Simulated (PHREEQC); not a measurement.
PHREEQC input (Pitzer model, pitzer.dat):

```
SOLUTION 1
  temp 20
  units mol/kgw
  pH 7 charge
  Cl 0.3631
  Mg 0.0048
  Na 0.33
  Ca 0.0066
  K 0.0033
  Sr 0.0035
END
USE solution 1
INCREMENTAL_REACTIONS false
REACTION 1
  H2O -1
  0 9.886 18.011 24.689 30.178 34.689 38.397 41.444
  43.949 46.007 47.699 49.089 50.232 51.172 51.944 52.578
  53.1 53.528 53.88 54.17 54.408 54.603 54.764 54.896
  55.005 55.094 55.168 55.228 moles
EQUILIBRIUM_PHASES 1
  Bischofite 0 0
  Brucite 0 0
  Carnallite 0 0
  Halite 0 0
  Portlandite 0 0
  Sylvite 0 0
  MgCl2_4H2O 0 0
SELECTED_OUTPUT 1
  -reset false
  -pH true
  -pe true
  -ionic_strength true
  -water true
  -activities H2O
  -totals Ca Cl K Mg Na Sr
  -molalities H+ Na+ K+ Mg+2 Ca+2 Sr+2 Cl- OH- MgOH+
  -equilibrium_phases Bischofite Brucite Carnallite Halite Portlandite Sylvite MgCl2_4H2O
PRINT
  -reset false
END
```

Selected output (columns that matter, 17 of 28 rows; water left (kg) added in front):

```
water left (kg)	pH	mu	Ca	Cl	K	Mg	Na	Sr	m_H+	m_Na+	m_K+	m_Mg+2	la_H2O	Halite
1	7.0031	0.378	0.0066	0.3631	0.0033	0.0048	0.33	0.0035	1.2283e-07	0.33	0.0033	0.0048	-0.0051021	0
0.675514	6.9748	0.55957	0.0097703	0.53752	0.0048852	0.0071057	0.48852	0.0051812	1.265e-07	0.48852	0.0048852	0.0071057	-0.0075713	0
0.555203	6.9566	0.68083	0.011888	0.654	0.0059438	0.0086455	0.59438	0.006304	1.2806e-07	0.59438	0.0059438	0.0086455	-0.0092409	0
0.375043	6.9078	1.0079	0.017598	0.96816	0.008799	0.012799	0.8799	0.0093323	1.305e-07	0.8799	0.008799	0.012799	-0.013842	0
0.253345	6.8333	1.492	0.026051	1.4332	0.013026	0.018947	1.3026	0.013815	1.3225e-07	1.3026	0.013026	0.018946	-0.020961	0
0.208215	6.7804	1.8154	0.031698	1.7439	0.015849	0.023053	1.5849	0.01681	1.3337e-07	1.5849	0.015849	0.023053	-0.02595	0
0.140655	6.6192	2.6874	0.046923	2.5815	0.023462	0.034126	2.3462	0.024884	1.3958e-07	2.3462	0.023462	0.034126	-0.040472	0
0.0950203	6.3253	3.9781	0.069459	3.8213	0.034729	0.050516	3.4729	0.036834	1.6409e-07	3.4729	0.034729	0.050515	-0.065227	0
0.0641769	5.8063	5.89	0.10284	5.6578	0.05142	0.074793	5.142	0.054537	2.4243e-07	5.142	0.05142	0.074793	-0.11006	0
0.0527548	5.6179	6.4928	0.12511	6.2103	0.062554	0.090987	5.5829	0.066345	2.9149e-07	5.5829	0.062554	0.090987	-0.12564	0.035476
0.0356396	5.513	6.6793	0.18519	6.2612	0.092594	0.13468	5.3325	0.098205	3.6136e-07	5.3325	0.092594	0.13468	-0.12719	0.13995
0.0240733	5.3959	6.9607	0.27416	6.3417	0.13708	0.19939	4.9667	0.14539	4.5327e-07	4.9667	0.13708	0.19939	-0.1297	0.21043
0.0197855	5.3309	7.1523	0.33358	6.3992	0.16679	0.2426	4.7263	0.1769	5.1053e-07	4.7263	0.16679	0.2426	-0.13152	0.23649
0.0133718	5.1804	7.6857	0.49358	6.5715	0.24679	0.35896	4.0961	0.26175	6.5747e-07	4.0961	0.24679	0.35896	-0.13716	0.27523
0.00902992	4.9829	8.534	0.7309	6.8839	0.36545	0.53157	3.2183	0.3876	8.7371e-07	3.2183	0.36545	0.53157	-0.14793	0.30094
0.0074265	4.8532	9.1453	0.88871	7.139	0.44435	0.64633	2.682	0.47129	1.026e-06	2.682	0.44435	0.64633	-0.15718	0.31008
0.00501235	4.4644	11.052	1.3167	8.0797	0.65837	0.95763	1.4761	0.69827	1.5295e-06	1.4761	0.65837	0.95763	-0.19427	0.3226
```
